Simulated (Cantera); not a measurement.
An isothermal, constant-pressure homogeneous reactor starts with N₂O : O₂ = 1 : 1.2 (molar parts), at 1100 K and 33000 Pa. Integrator tolerance rtol = 1e-08.

Detailed kinetics in Cantera: GRI-Mech 3.0 (53 species, 325 reactions). GRI-Mech 3.0 was tuned for natural gas; its chemistry of N2O as a main component is partial and can be far from experiment. The mechanism lacks the step 2 NO + O2 → 2 NO2, which can matter for NO2 below about 1400 K. The temperature is held fixed by assumption; the heat of reaction is taken as removed at once.

What does this change do: 0.15 parts H2O added?


```
quantity                                            before                                     after
----------------  ----------------------------------------  ----------------------------------------
x(N₂O) at 8.00 s     0.358 (gas-phase equilibrium 3.00e-9)     0.313 (gas-phase equilibrium 2.77e-9)
x(O₂) at 8.00 s        0.561 (gas-phase equilibrium 0.630)       0.531 (gas-phase equilibrium 0.596)
x(N₂) at 8.00 s       0.0759 (gas-phase equilibrium 0.370)      0.0901 (gas-phase equilibrium 0.351)
x(NO) at 8.00 s   0.00527 (gas-phase equilibrium 0.000101)   0.00459 (gas-phase equilibrium 9.61e-5)
x(NO₂) at 8.00 s   2.47e-5 (gas-phase equilibrium 2.87e-6)  0.000261 (gas-phase equilibrium 2.65e-6)
x(O) at 8.00 s     3.09e-7 (gas-phase equilibrium 3.47e-9)   3.00e-7 (gas-phase equilibrium 3.38e-9)
```

What does this change do: O2 1.2 to 0.72 parts?


```
quantity                                            before                                     after
----------------  ----------------------------------------  ----------------------------------------
x(N₂O) at 8.00 s     0.358 (gas-phase equilibrium 3.00e-9)     0.453 (gas-phase equilibrium 3.41e-9)
x(O₂) at 8.00 s        0.561 (gas-phase equilibrium 0.630)       0.444 (gas-phase equilibrium 0.549)
x(N₂) at 8.00 s       0.0759 (gas-phase equilibrium 0.370)      0.0961 (gas-phase equilibrium 0.450)
x(NO) at 8.00 s   0.00527 (gas-phase equilibrium 0.000101)  0.00667 (gas-phase equilibrium 0.000105)
x(NO₂) at 8.00 s   2.47e-5 (gas-phase equilibrium 2.87e-6)   3.09e-5 (gas-phase equilibrium 2.77e-6)
x(O) at 8.00 s     3.09e-7 (gas-phase equilibrium 3.47e-9)   3.09e-7 (gas-phase equilibrium 3.24e-9)
```

What does this change do: O2 1.2 to 0.15 parts?


```csv
quantity,before,after
x(N₂O) at 8.00 s,0.358 (gas-phase equilibrium 3.00e-9),0.661 (gas-phase equilibrium 3.89e-9)
x(O₂) at 8.00 s,0.561 (gas-phase equilibrium 0.630),0.189 (gas-phase equilibrium 0.394)
x(N₂) at 8.00 s,0.0759 (gas-phase equilibrium 0.370),0.140 (gas-phase equilibrium 0.606)
x(NO) at 8.00 s,0.00527 (gas-phase equilibrium 0.000101),0.00974 (gas-phase equilibrium 0.000103)
x(NO₂) at 8.00 s,2.47e-5 (gas-phase equilibrium 2.87e-6),4.39e-5 (gas-phase equilibrium 2.30e-6)
x(O) at 8.00 s,3.09e-7 (gas-phase equilibrium 3.47e-9),3.09e-7 (gas-phase equilibrium 2.74e-9)
```
